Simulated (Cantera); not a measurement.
Gas mixture: 100 % NO, at 100.0 Torr, frozen composition.

Cantera's kinetic-theory transport with the Lennard-Jones parameters of GRI-Mech 3.0, ideal gas; thermal conductivity in the mixture-averaged form. The composition is frozen, though it would react at the higher temperatures.

One state of this run: ρ (kg/m³) = 0.0481; cp (J/kg/K) = 1133; μ (µPa s) = 42.9; λ (mW/m/K) = 68.6; Pr = 0.709; D (cm²/s) O = 18.7; D (cm²/s) CH4 = 13.4; D (cm²/s) H2 = 44.4. D: mixture-averaged diffusion coefficient of that species in the mixture.

### Question
Which value of T (K) does it belong to?
A) 1200
B) 400
C) 1000
D) 1400

### Answer
C, 1000
